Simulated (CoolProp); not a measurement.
A Linde-Hampson liquefier for ethylene: isothermal reversible compression at 320 K from 1 atm to 15 MPa, throttling to 1 atm, return gas leaving the recuperator 10 K below the feed. Each further row changes one setting.

Values from CoolProp's reference Helmholtz-energy equation of state, Smukala 2000.

| case | liquid yield per pass | compression work (kJ/kg of gas) |
|---|---|---|
| as stated | … | 404 |
| high pressure 30 MPa | 0.416 | 444 |
| warm-end temperature 350 K | … | … |
| warm-end gap 15 K | … | 404 |

What belongs in the gaps?


- as stated, liquid yield per pass: 0.380
- warm-end temperature 350 K, liquid yield per pass: 0.274
- warm-end temperature 350 K, compression work (kJ/kg of gas): 465
- warm-end gap 15 K, liquid yield per pass: 0.373
